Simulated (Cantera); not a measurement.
A closed system holds: 1 mol Fe2O3, 0.29 mol HCl, 0.012 mol O2, 0.27 mol Cl2, equilibrated at 1223 K and 0.0110 bar.

Cantera equilibrium calculation (NASA polynomials, part measured and part estimated; ideal gas, pure solids and liquids). Candidate condensed phases: Fe, FeCl2, FeCl3, FeO, Fe(OH)2, Fe(OH)3, Fe2O3, Fe3O4, H2O; 22 gas species. The numbers say what is thermodynamically allowed, not how fast it happens.

Base state: HCl 0.452, Cl2 0.198, O2 0.147, FeCl3 0.0935, FeCl2 0.0802, Cl 0.0254, H2O 0.00382, ClO 3.85e-5 (mole fractions); condensed: Fe2O3(s).

**Question.** What changes in the equilibrium state with this change: Cl2 from 0.27 to 0.013 mol?

**Answer.** 
| species | before | after |
|---|---|---|
| HCl | 0.452 | 0.822 |
| O2 | 0.147 | 0.0475 |
| H2O | 0.00382 | 0.0456 |
| Cl2 | 0.198 | 0.0313 |
| FeCl3 | 0.0935 | 0.0137 |
| FeCl2 | 0.0802 | 0.0296 |
| Cl | 0.0254 | 0.0101 |
| Fe2Cl4 | 3.57e-5 | 4.87e-6 |
| ClO | 3.85e-5 | 8.69e-6 |
| Fe2O3(s), mol | 0.945 | 0.993 |
